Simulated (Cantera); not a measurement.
# Adiabatic ignition

An adiabatic, constant-pressure homogeneous reactor starts with 13.6 % CH₄, 18.1 % O₂, 68.3 % N₂, equivalence ratio 1.5, at 1325 K and 0.300 bar.

Detailed kinetics in Cantera: GRI-Mech 3.0 (53 species, 325 reactions).

```json
[
 {"t (s)": "1.00e-6", "T (K)": "1325", "x CH₄": "0.136", "x O₂": "0.181", "x H": "1.88e-10", "x C₂H₄": "<1e-12", "x C₂H₆": "<1e-12", "x HO₂": "2.86e-9"},
 {"t (s)": "2.82e-6", "T (K)": "1325", "x CH₄": "0.136", "x O₂": "0.181", "x H": "3.36e-10", "x C₂H₄": "<1e-12", "x C₂H₆": "<1e-12", "x HO₂": "8.07e-9"},
 {"t (s)": "7.95e-6", "T (K)": "1325", "x CH₄": "0.136", "x O₂": "0.181", "x H": "4.08e-10", "x C₂H₄": "<1e-12", "x C₂H₆": "<1e-12", "x HO₂": "2.27e-8"},
 {"t (s)": "2.24e-5", "T (K)": "1325", "x CH₄": "0.136", "x O₂": "0.181", "x H": "4.29e-10", "x C₂H₄": "<1e-12", "x C₂H₆": "<1e-12", "x HO₂": "6.36e-8"},
 {"t (s)": "6.31e-5", "T (K)": "1325", "x CH₄": "0.136", "x O₂": "0.181", "x H": "4.82e-10", "x C₂H₄": "<1e-12", "x C₂H₆": "6.49e-12", "x HO₂": "1.76e-7"},
 {"t (s)": "0.000178", "T (K)": "1325", "x CH₄": "0.136", "x O₂": "0.181", "x H": "6.62e-10", "x C₂H₄": "1.72e-11", "x C₂H₆": "1.68e-10", "x HO₂": "4.72e-7"},
 {"t (s)": "0.000502", "T (K)": "1325", "x CH₄": "0.136", "x O₂": "0.181", "x H": "1.47e-9", "x C₂H₄": "6.22e-10", "x C₂H₆": "5.73e-9", "x HO₂": "1.14e-6"},
 {"t (s)": "0.00141", "T (K)": "1325", "x CH₄": "0.136", "x O₂": "0.181", "x H": "6.06e-9", "x C₂H₄": "3.53e-8", "x C₂H₆": "3.17e-7", "x HO₂": "1.86e-6"},
 {"t (s)": "0.00399", "T (K)": "1325", "x CH₄": "0.136", "x O₂": "0.181", "x H": "2.37e-8", "x C₂H₄": "1.76e-6", "x C₂H₆": "1.49e-5", "x HO₂": "1.94e-6"},
 {"t (s)": "0.0112", "T (K)": "1329", "x CH₄": "0.135", "x O₂": "0.180", "x H": "1.05e-7", "x C₂H₄": "3.07e-5", "x C₂H₆": "0.000193", "x HO₂": "6.15e-6"},
 {"t (s)": "0.0317", "T (K)": "2555", "x CH₄": "<1e-12", "x O₂": "0.00107", "x H": "0.0167", "x C₂H₄": "<1e-12", "x C₂H₆": "<1e-12", "x HO₂": "2.96e-7"},
 {"t (s)": "0.0893", "T (K)": "2557", "x CH₄": "<1e-12", "x O₂": "0.000969", "x H": "0.0160", "x C₂H₄": "<1e-12", "x C₂H₆": "<1e-12", "x HO₂": "2.74e-7"},
 {"t (s)": "0.252", "T (K)": "2557", "x CH₄": "<1e-12", "x O₂": "0.000969", "x H": "0.0160", "x C₂H₄": "<1e-12", "x C₂H₆": "<1e-12", "x HO₂": "2.74e-7"},
 {"t (s)": "0.710", "T (K)": "2557", "x CH₄": "<1e-12", "x O₂": "0.000969", "x H": "0.0160", "x C₂H₄": "<1e-12", "x C₂H₆": "<1e-12", "x HO₂": "2.74e-7"},
 {"t (s)": "2.00", "T (K)": "2557", "x CH₄": "<1e-12", "x O₂": "0.000969", "x H": "0.0160", "x C₂H₄": "<1e-12", "x C₂H₆": "<1e-12", "x HO₂": "2.74e-7"}
]
```
x: mole fraction; the columns are a selection and need not sum to one.

| Item | Result |
|---|---|
| time of steepest temperature rise | 26.0 ms |
| temperature at 2.00 s | 2557 K |
| equilibrium temperature | 2557 K |
| x(CH₄) at 2.00 s | <1e-12 (gas-phase equilibrium <1e-12) |
| x(O₂) at 2.00 s | 0.000969 (gas-phase equilibrium 0.000969) |
| x(H) at 2.00 s | 0.0160 (gas-phase equilibrium 0.0160) |
